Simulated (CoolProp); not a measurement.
Values from CoolProp's reference Helmholtz-energy equation of state, Akasaka 2022.

Task: For R1233zd(E), give the phase and the Z, cp (kJ/(kg K)), cv (kJ/(kg K)), speed of sound (m/s) at 450 K and 17.9 MPa.

Result: 
- 450 K and 17.9 MPa: supercritical; Z 0.648, cp 1.36, cv 0.983, speed of sound 402
